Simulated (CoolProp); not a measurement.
Vapour-liquid equilibrium of ethanol (1) + cyclohexane (2) at 106.15 °C; x and y are mole fractions of (1).

Values from CoolProp's multi-fluid Helmholtz-energy mixture model, Schroeder 2014 and Zhou 2014; pair parameters Bell 2016.

```json
[
 {"x": "0.05", "bubble pressure (MPa)": "0.2533", "y at the bubble point": "0.215", "dew pressure at overall composition x (MPa)": "0.2148", "liquid density (mol/L)": "8.388"},
 {"x": "0.2", "bubble pressure (MPa)": "0.3282", "y at the bubble point": "0.446", "dew pressure at overall composition x (MPa)": "0.2494", "liquid density (mol/L)": "8.926"},
 {"x": "0.35", "bubble pressure (MPa)": "0.3515", "y at the bubble point": "0.518", "dew pressure at overall composition x (MPa)": "0.2942", "liquid density (mol/L)": "9.608"},
 {"x": "0.5", "bubble pressure (MPa)": "0.3580", "y at the bubble point": "0.554", "dew pressure at overall composition x (MPa)": "0.3464", "liquid density (mol/L)": "10.48"},
 {"x": "0.65", "bubble pressure (MPa)": "0.3576", "y at the bubble point": "0.596", "dew pressure at overall composition x (MPa)": "0.3500", "liquid density (mol/L)": "11.58"},
 {"x": "0.8", "bubble pressure (MPa)": "0.3440", "y at the bubble point": "0.681", "dew pressure at overall composition x (MPa)": "0.3177", "liquid density (mol/L)": "12.96"},
 {"x": "0.95", "bubble pressure (MPa)": "0.3001", "y at the bubble point": "0.880", "dew pressure at overall composition x (MPa)": "0.2855", "liquid density (mol/L)": "14.68"}
]
```

y crosses x between x = 0.5 and 0.65: the model has an azeotrope there.

The pair parameters rest on a limited set of measurements; away from them the model extrapolates. With so large a gap from Raoult's law the liquid may split in two, which this calculation doesn't test in full.
